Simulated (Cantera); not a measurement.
A closed system holds: 1 mol MgO, 6.4 mol HF, 2.6 mol N₂, at 10.0 mbar.

Equilibrium computed with Cantera from the NASA thermochemical tables; the gas is ideal and each condensed phase is pure. Candidate condensed phases: H₂O, Mg, MgF₂, MgO, Mg(OH)₂; 50 gas species. Mutual solubility and eutectic melting of coexisting phases are not modelled. Equilibrium is a limit: real reactors are often held back by kinetics, nucleation or transport.

Question: At 1498 K, list the 6 most abundant gas species with their mole fractions, and the condensed phases.

Answer: HF 0.633, N₂ 0.304, H₂O 0.0575, MgF₂ 0.00531, H₂ 0.000139, O₂ 5.78e-5. Condensed: MgF₂(s) + MgO(s).
